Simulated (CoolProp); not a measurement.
Vapour-liquid equilibrium of dimethyl ether (1) + isobutane (2) at 335.7 K; x and y are mole fractions of (1).

Values from CoolProp's multi-fluid Helmholtz-energy mixture model, Wu 2011 and Bücker 2006; pair parameters Bell 2016.

| x | bubble pressure, mixture model (MPa) | bubble pressure, Raoult's law (MPa) | y, mixture model | y, Raoult's law |
|---|---|---|---|---|
| 0.05 | (withheld) | 0.9521 | (withheld) | 0.081 |
| 0.2 | (withheld) | 1.044 | (withheld) | 0.294 |
| 0.35 | 1.257 | 1.136 | 0.465 | 0.473 |
| 0.5 | (withheld) | 1.228 | 0.595 | 0.625 |
| 0.65 | (withheld) | 1.320 | 0.712 | 0.756 |
| 0.8 | (withheld) | 1.412 | (withheld) | 0.869 |
| 0.95 | 1.528 | 1.503 | 0.954 | 0.969 |

**Question.** Fill in the missing entries.

**Answer.** 
- 0.05, bubble pressure, mixture model (MPa): 0.9802
- 0.05, y, mixture model: 0.093
- 0.2, bubble pressure, mixture model (MPa): 1.133
- 0.2, y, mixture model: 0.307
- 0.5, bubble pressure, mixture model (MPa): 1.356
- 0.65, bubble pressure, mixture model (MPa): 1.434
- 0.8, bubble pressure, mixture model (MPa): 1.492
- 0.8, y, mixture model: 0.828

The largest gap from Raoult's law is +10.7 % in bubble pressure, at x = 0.35. No azeotrope shows between x = 0.05 and 0.95.

Pair parameters are fitted to limited data, so mixtures are less certain than the pure fluids.
